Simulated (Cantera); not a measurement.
Stirred combustor or abatement burner

A perfectly stirred reactor is fed with 3.83 % CH4, 0.613 % CO, 10.5 % O2, 65.9 % N2, 19.2 % H2O, at 1.00 bar; it is adiabatic with a 450 K inlet, and is followed from long to short residence time, starting on the burning branch (τ in s: 0.19, 0.068, 0.024, 0.0084, 0.003, 0.001, 0.00037, 0.00013, 4.6e-05, 1.6e-05).

Cantera simulation using GRI-Mech 3.0 (53 species, 325 reactions); the numbers are that mechanism's predictions, not measurements.

```csv
τ (s),T (K),x CH4,x CO,x O2,x H2,x CO2,x CH2CO,x NO
0.19,1369,3.91e-5,0.000393,0.0257,0.000139,0.0441,7.08e-8,2.53e-7
0.068,1363,8.10e-5,0.000847,0.0260,0.000283,0.0436,1.95e-7,2.44e-7
0.024,1349,0.000192,0.00200,0.0270,0.000595,0.0423,6.23e-7,2.33e-7
0.0084,450,0.0383,0.00613,0.105,<1e-12,<1e-12,<1e-12,<1e-12
0.0030,450,0.0383,0.00613,0.105,<1e-12,<1e-12,<1e-12,<1e-12
0.0010,450,0.0383,0.00613,0.105,<1e-12,<1e-12,<1e-12,<1e-12
0.00037,450,0.0383,0.00613,0.105,<1e-12,<1e-12,<1e-12,<1e-12
0.00013,450,0.0383,0.00613,0.105,<1e-12,<1e-12,<1e-12,<1e-12
4.6e-5,450,0.0383,0.00613,0.105,<1e-12,<1e-12,<1e-12,<1e-12
1.6e-5,450,0.0383,0.00613,0.105,<1e-12,<1e-12,<1e-12,<1e-12
```
x: mole fraction; the columns are a selection and need not sum to one.
